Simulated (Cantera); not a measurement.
**Thermodynamics of silicon epitaxy and polysilicon growth, feed Si3H8 + HCl + N2**

Feed: 1 mol Si3H8, 0.26 mol HCl, 6.1 mol N2, held at 1550 K and 4200 Pa.

Cantera equilibrium calculation (NASA polynomials, part measured and part estimated; ideal gas, pure solids and liquids). Candidate condensed phases: NH4Cl, Si, Si3N4; 28 gas species. The feed counts by its element totals alone. Equilibrium is a limit: real reactors are often held back by kinetics, nucleation or transport.

```yaml
x(N2): 0.490
x(H2): 0.479
x(HCl): 0.0306
x(SiCl2): 0.000215
x(H): 0.000106
x(Cl): 5.43e-6
x(SiCl3): 3.56e-6
n(Si3N4(s)): 0.999 mol
gas_amount: 8.362 mol
log10 activity of Si(s) (absent): -1.48
```
